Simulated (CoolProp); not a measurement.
Properties of 1,2-dichloroethane at several states (Tc = 561.6 K, pc = 5226 kPa, ω = 0.269).

Computed with CoolProp (reference Helmholtz-energy equation of state, Thol 2015).

```csv
T (K),p (kPa),phase,density (kg/m³),cv (kJ/(kg K)),speed of sound (m/s),expansivity (1/kK),fugacity coefficient
246.3,5270,liquid,1322,0.9098,1421,1.021,0.0001091
493.9,3610,liquid,895.7,1.048,469.7,2.963,0.4656
399.4,182,gas,5.635,0.8491,186.2,2.826,0.9638
354,80.2,gas,2.763,0.7991,177.8,3.049,0.9766
322.7,14400,liquid,1225,0.9115,1171,1.132,0.003245
442.9,240,gas,6.687,0.8973,195.9,2.534,0.9657
```
